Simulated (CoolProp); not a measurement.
Vapour-liquid equilibrium of propane (1) + n-pentane (2) at 328.4 K; x and y are mole fractions of (1).

Model: multi-fluid Helmholtz-energy mixture model, Lemmon 2009 and Thol 2019; pair parameters Kunz 2012, in CoolProp.

```csv
x,"bubble pressure, mixture model (bar)","bubble pressure, Raoult's law (bar)","y, mixture model","y, Raoult's law"
0.05,2.718,2.733,0.326,0.351
0.2,5.192,5.328,0.675,0.720
0.35,7.614,7.924,___,0.847
0.5,10.05,10.52,0.871,0.911
0.65,12.54,13.12,___,0.950
0.8,___,15.71,0.954,0.976
0.95,18.08,18.31,0.988,0.995
```

**Question.** Some entries are withheld; supply them.

**Answer.** 
- 0.35, y, mixture model: 0.802
- 0.65, y, mixture model: 0.918
- 0.8, bubble pressure, mixture model (bar): 15.17

The largest gap from Raoult's law is -4.5 % in bubble pressure, at x = 0.5. No azeotrope shows between x = 0.05 and 0.95.

Pair parameters are fitted to limited data, so mixtures are less certain than the pure fluids.
